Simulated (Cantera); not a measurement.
A Cantera script and what it prints.

```python
import numpy as np
import cantera as ct

gas_names = """
    SO3 O2 F SF4
""".split()
cond_names = """
    S(cr1) S(cr2) S(L)
""".split()


# ... load() reads the species with a 1 bar reference pressure and builds the phases ...
species = {s.name: s for s in load("nasa_gas.yaml", gas_names) + load("nasa_condensed.yaml", cond_names)}
# Each term lists the table entries of one substance; the one whose range holds T is used.
reactions = {
    '2 SO3(g) = 3 O2(g) + 2 S':
        [(-2, ['SO3']), (3, ['O2']), (2, ['S(cr1)', 'S(cr2)', 'S(L)'])],
    '2 SO3(g) + 8 F(g) = 3 O2(g) + 2 SF4(g)':
        [(-2, ['SO3']), (-8, ['F']), (3, ['O2']), (2, ['SF4'])],
}


def pick(names, T):
    return next(species[n] for n in names if species[n].thermo.min_temp <= T <= species[n].thermo.max_temp)


results = []
for label, terms in reactions.items():
    print(label)
    print("     T/K   dH/kJ  dS/(J/K)   dG/kJ   log10 K")
    for T in [300, 598, 648, 698, 748, 798, 848, 898, 948, 998, 1048]:
        used = [(nu, pick(names, T)) for nu, names in terms]
        dH = sum(nu * s.thermo.h(T) for nu, s in used) / 1e6
        dS = sum(nu * s.thermo.s(T) for nu, s in used) / 1e3
        dG = dH - T * dS / 1e3
        logK = -dG * 1e6 / (ct.gas_constant * T * np.log(10))
        results.append((label, T, dH, dS, dG, logK, [s.name for _, s in used]))
        print(f"{T:8g} {dH:8.1f} {dS:8.1f} {dG:8.1f} {logK:8.2f}")
```

It prints:

```
2 SO3(g) = 3 O2(g) + 2 S
     T/K   dH/kJ  dS/(J/K)   dG/kJ   log10 K
     300    791.6    166.2    741.7  -129.14
     598    807.8    204.4    685.6   -59.88
     648    809.3    206.7    675.3   -54.44
     698    810.4    208.4    664.9   -49.76
     748    811.3    209.6    654.5   -45.70
     798    812.2    210.8    644.0   -42.15
     848    813.1    211.9    633.4   -39.02
     898    814.2    213.1    622.8   -36.23
     948    815.3    214.4    612.1   -33.73
     998    816.3    215.4    601.4   -31.47
    1048    817.0    216.1    590.6   -29.43
2 SO3(g) + 8 F(g) = 3 O2(g) + 2 SF4(g)
     T/K   dH/kJ  dS/(J/K)   dG/kJ   log10 K
     300  -1370.0   -569.0  -1199.3   208.82
     598  -1378.1   -588.6  -1026.1    89.63
     648  -1379.0   -590.0   -996.7    80.34
     698  -1379.7   -591.1   -967.1    72.37
     748  -1380.4   -592.1   -937.6    65.47
     798  -1381.1   -592.9   -907.9    59.43
     848  -1381.7   -593.7   -878.3    54.10
     898  -1382.3   -594.4   -848.6    49.36
     948  -1382.9   -595.0   -818.8    45.12
     998  -1383.4   -595.5   -789.1    41.30
    1048  -1383.8   -595.9   -759.3    37.84
```

Source: NASA polynomial tables (part measured, part estimated), evaluated in Cantera. Condensed species are held in their standard states even where they would react or evaporate.
